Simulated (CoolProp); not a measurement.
Vapour pressure (kPa) of R124: the reference equation beside estimates from Tc = 395.4 K, pc = 3624 kPa, ω = 0.288.

The numbers come from the reference Helmholtz-energy equation of state, de Vries 1995 in CoolProp.

| T (K) | reference | Redlich-Kwong | Soave-Redlich-Kwong | Peng-Robinson |
|---|---|---|---|---|
| 253.8 | 73.57 | 145.6 | 73.16 | 73.89 |
| 261.4 | 102.2 | 191.7 | 101.8 | [?] |
| 268.9 | 138.5 | 247.0 | 138.1 | 138.2 |
| 276.5 | 184.7 | 314.0 | 184.5 | 184.0 |
| 284 | 241.1 | 392.2 | 241.4 | 240.0 |
| 291.5 | 310.0 | 483.3 | 310.8 | 308.3 |
| 299.1 | 394.0 | 590.0 | 395.9 | 391.9 |
| 306.6 | 492.8 | 710.5 | 496.1 | 490.3 |
| 314.1 | 609.2 | [?] | [?] | 606.5 |
| 321.7 | 747.0 | 1003 | 754.4 | 744.5 |
| 329.2 | 904.6 | 1176 | 914.9 | 902.6 |
| 336.8 | 1088 | 1370 | 1102 | 1087 |

**Question.** Some entries are withheld; supply them.

**Answer.** 
- 261.4, Peng-Robinson: 102.3
- 314.1, Redlich-Kwong: 847.2
- 314.1, Soave-Redlich-Kwong: 614.3

Absolute difference from the reference over all 12 rows, mean and median: Redlich-Kwong 56.3 and 52.8 %, Soave-Redlich-Kwong 0.6 and 0.5 %, Peng-Robinson 0.4 and 0.4 %.
